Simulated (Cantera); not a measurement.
Input (Python, Cantera):

```python
import numpy as np
import cantera as ct

gas = ct.Solution("gri30.yaml")
gas.TPX = 1825, 65000, {'CH4': 1, 'H2O': 2.6}
reactor = ct.IdealGasConstPressureReactor(gas, energy="off", clone=False)
net = ct.ReactorNet([reactor])
net.rtol, net.atol = 1e-08, 1e-18
show = ['CH4', 'H2O', 'CO2', 'C2H2', 'CH2O']
times = np.geomspace(7e-05, 10, 13)

steps = ct.SolutionArray(gas, extra=["t"])
rows = []
print(f"{'t/s':>10s}{'T/K':>9s}{'P/Pa':>11s}" + "".join(f"{s:>11s}" for s in show))
for t in times:
    while net.time < t:
        t_next = net.step()
        steps.append(gas.state, t=t_next)
    rows.append([np.interp(t, steps.t, y) for y in (steps.T, steps.P, *steps(*show).X.T)])
    print(f"{t:10.3e}{rows[-1][0]:9.1f}{rows[-1][1]:11.4g}" + "".join(f"{x:11.3e}" for x in rows[-1][2:]))
rate = np.gradient(steps.T, steps.t)
print("integrator steps:", len(steps.t))
if steps.T.max() > steps.T[0] + 200:
    print(f"time of steepest temperature rise: {steps.t[rate.argmax()]:.4e} s")
gas.TPX = 1825, 65000, {'CH4': 1, 'H2O': 2.6}
gas.equilibrate("TP")
print(f"equilibrium (TP): T = {gas.T:.1f} K  " + "  ".join(f"{s} {gas[s].X[0]:.3e}" for s in show))
```

Output:

```
       t/s      T/K       P/Pa        CH4        H2O        CO2       C2H2       CH2O
 7.000e-05   1825.0    6.5e+04  2.683e-01  7.195e-01  1.806e-08  1.014e-04  4.233e-05
 1.882e-04   1825.0    6.5e+04  2.396e-01  7.080e-01  2.037e-06  3.218e-03  1.252e-04
 5.061e-04   1825.0    6.5e+04  1.781e-01  6.704e-01  3.873e-05  2.609e-02  8.143e-05
 1.361e-03   1825.0    6.5e+04  1.116e-01  6.221e-01  2.814e-04  5.754e-02  3.798e-05
 3.659e-03   1825.0    6.5e+04  5.870e-02  5.762e-01  1.560e-03  7.577e-02  1.718e-05
 9.840e-03   1825.0    6.5e+04  2.990e-02  5.241e-01  6.335e-03  7.592e-02  7.810e-06
 2.646e-02   1825.0    6.5e+04  2.038e-02  4.534e-01  1.441e-02  5.769e-02  3.881e-06
 7.114e-02   1825.0    6.5e+04  1.471e-02  3.716e-01  1.948e-02  3.162e-02  1.779e-06
 1.913e-01   1825.0    6.5e+04  7.986e-03  3.039e-01  2.030e-02  9.960e-03  6.550e-07
 5.144e-01   1825.0    6.5e+04  2.137e-03  2.714e-01  1.970e-02  7.962e-04  1.583e-07
 1.383e+00   1825.0    6.5e+04  5.303e-05  2.662e-01  1.949e-02  6.505e-07  2.695e-08
 3.719e+00   1825.0    6.5e+04  7.460e-09  2.662e-01  1.949e-02  3.684e-13  2.374e-08
 1.000e+01   1825.0    6.5e+04  6.238e-09  2.662e-01  1.949e-02  2.831e-13  2.374e-08
integrator steps: 2041
equilibrium (TP): T = 1825.0 K  CH4 7.570e-09  H2O 2.662e-01  CO2 1.949e-02  C2H2 3.438e-13  CH2O 2.374e-08
```

Model: GRI-Mech 3.0 (53 species, 325 reactions), integrated in Cantera.
